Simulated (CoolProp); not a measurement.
Aqueous sodium chloride as a coolant, 17 % by mass, freezing at -13.0 °C, 1 atm.

The numbers come from the Melinder's fits for secondary coolants in CoolProp.

| T (°C) | conductivity (W/(m K)) | Prandtl number | viscosity (mPa s) | cp (kJ/(kg K)) |
|---|---|---|---|---|
| -8.6 | … | … | 3.31 | 3.443 |
| -1.8 | 0.548 | 16.5 | 2.61 | 3.458 |
| 4.9 | 0.558 | 13.1 | 2.11 | 3.471 |
| 11.7 | 0.569 | 10.6 | … | … |
| 18.4 | 0.579 | 8.81 | 1.46 | 3.491 |
| 25.2 | 0.590 | 7.42 | 1.25 | 3.498 |
| 31.9 | 0.600 | 6.38 | 1.09 | 3.504 |
| 38.7 | 0.611 | 5.59 | … | 3.507 |

### Question
Fill in the missing entries.

### Answer

- -8.6, conductivity (W/(m K)): 0.537
- -8.6, Prandtl number: 21.2
- 11.7, viscosity (mPa s): 1.74
- 11.7, cp (kJ/(kg K)): 3.482
- 38.7, viscosity (mPa s): 0.974
